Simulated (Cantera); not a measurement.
Reactions in the system Cl-H-Li

Source: NASA polynomial tables (part measured, part estimated), evaluated in Cantera. Values are per mole of reaction as written; species without (g) are pure solids or liquids, kept so even where they would boil at 1 bar.

Li + HCl(g) → H(g) + LiCl(g)

```csv
T (K),ΔH° (kJ),ΔS° (J/K),ΔG° (kJ),log10 K,condensed phases
300,114.6,111.6,81.1,-14.12,Li(s)
423,114.5,111.4,67.4,-8.32,Li(s)
473,111.4,104.5,61.9,-6.84,Li(l)
523,111.2,104.2,56.7,-5.67,Li(l)
573,111.1,104.0,51.5,-4.70,Li(l)
623,111.0,103.8,46.3,-3.88,Li(l)
673,110.9,103.7,41.1,-3.19,Li(l)
723,110.8,103.6,36.0,-2.60,Li(l)
773,110.8,103.5,30.8,-2.08,Li(l)
823,110.7,103.4,25.6,-1.63,Li(l)
873,110.6,103.3,20.4,-1.22,Li(l)
```
